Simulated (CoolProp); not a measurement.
A simple Rankine cycle with tetrahydrofuran: condensing at 329.15 K, boiler at 1.09 MPa, turbine inlet 441.8 K, turbine efficiency 0.9, pump efficiency 0.8, no recuperator. Each further row changes one setting.

Model: reference Helmholtz-energy equation of state, Fiedler 2023, in CoolProp.

| case | thermal efficiency (%) | net work (kJ/kg) | heat in (kJ/kg) | turbine exit temperature (K) | volume ratio over the turbine |
|---|---|---|---|---|---|
| as stated | 18.2 | 102 | 560 | 356.7 | 14.1 |
| turbine inlet 461.8 K | 18.2 | 109 | 597 | 378.4 | 13.9 |
| condensing temperature 321.15 K | 19.5 | 112 | 575 | 348.6 | 18.4 |
| boiler pressure 0.763 MPa | 16.2 | 92.3 | 569 | 370.4 | 9.65 |
| turbine efficiency 0.8 | 16.1 | 90.4 | 560 | 365.3 | 14.4 |
